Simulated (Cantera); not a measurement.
An adiabatic, constant-volume homogeneous reactor starts with CH₄ : O₂ : N₂ = 1 : 2.94 : 11.1 (molar parts), equivalence ratio 0.68, at 1075 K and 101000 Pa. Integrator tolerance rtol = 1e-08.

Computed with Cantera and GRI-Mech 3.0 (53 species, 325 reactions).

What does this change do: pressure from 101000 Pa to 150000 Pa?


| quantity | before | after |
|---|---|---|
| time of steepest temperature rise | 0.245 s | 0.166 s |
| temperature at 7.00 s | 2576 K | 2592 K |
| equilibrium temperature | 2576 K | 2592 K |
| x(CH₄) at 7.00 s | <1e-12 (gas-phase equilibrium <1e-12) | <1e-12 (gas-phase equilibrium <1e-12) |
| x(O₂) at 7.00 s | 0.0567 (gas-phase equilibrium 0.0567) | 0.0563 (gas-phase equilibrium 0.0563) |
| x(NO) at 7.00 s | 0.0131 (gas-phase equilibrium 0.0131) | 0.0134 (gas-phase equilibrium 0.0134) |
| x(HCO) at 7.00 s | 3.12e-9 (gas-phase equilibrium 3.12e-9) | 3.39e-9 (gas-phase equilibrium 3.39e-9) |
| x(H₂O₂) at 7.00 s | 3.77e-7 (gas-phase equilibrium 3.77e-7) | 4.77e-7 (gas-phase equilibrium 4.77e-7) |
| x(HO₂) at 7.00 s | 8.98e-6 (gas-phase equilibrium 8.98e-6) | 1.03e-5 (gas-phase equilibrium 1.03e-5) |
| x(C₂H₄) at 7.00 s | <1e-12 (gas-phase equilibrium <1e-12) | <1e-12 (gas-phase equilibrium <1e-12) |
